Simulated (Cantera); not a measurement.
Input: 1 mol Al2O3, 5.6 mol N2, equilibrated at 2723.15 K and 5.33 Torr.

Method: chemical equilibrium by Gibbs-energy minimisation in Cantera with the NASA 1993 tables (ideal gas, pure condensed phases). Candidate condensed phases: Al, AlN, Al2O3; 16 gas species. Equilibrium is a limit: real reactors are often held back by kinetics, nucleation or transport.

Base state: N2 0.964, O 0.0155, Al 0.00901, AlO 0.00611, NO 0.00260, Al2O 0.00180, O2 0.00107, Al2O2 6.62e-5 (mole fractions); condensed: Al2O3(l).

Q: What changes in the equilibrium state with this change: temperature from 2723.15 K to 2048.15 K?

A: 
| species | before | after |
|---|---|---|
| N2 | 0.964 | 1.000 |
| NO | 0.00260 | 3.22e-6 |
| Al | 0.00901 | 3.03e-6 |
| O | 0.0155 | 1.71e-6 |
| Al2O2 | 6.62e-5 | <1e-9 |
| O2 | 0.00107 | 2.25e-8 |
| Al2O | 0.00180 | 1.10e-7 |
| AlO | 0.00611 | 4.15e-7 |
| N | 2.27e-5 | 2.11e-8 |
| Al2O3(l), mol | 0.945 | 0 |
| Al2O3(s), mol | 0 | 1.000 |
